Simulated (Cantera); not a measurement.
A freely propagating, adiabatic, planar premixed flame of H2 : O2 : N2 : H2O = 1 : 0.455 : 1.71 : 0.37 (molar parts), unburnt at 550 K and 13300 Pa; multicomponent+Soret transport, grid criteria slope 0.08 and curve 0.16, no radiation.

Cantera simulation using the H2/O2 subset of GRI-Mech 3.0, which has no nitrogen chemistry; the numbers are that mechanism's predictions, not measurements. Burning velocities carry a grid error of a few per cent, more on coarse grids.

Question: Predict: laminar burning velocity; thermal thickness; peak x(H2O2); peak x(H); peak x(O).

Answer: 
```json
{
  "laminar_burning_velocity": "460 cm/s",
  "thermal_thickness": "5.97 mm",
  "peak x(H2O2)": "3.59e-6",
  "peak x(H)": "0.0718",
  "peak x(O)": "0.00982"
}
```
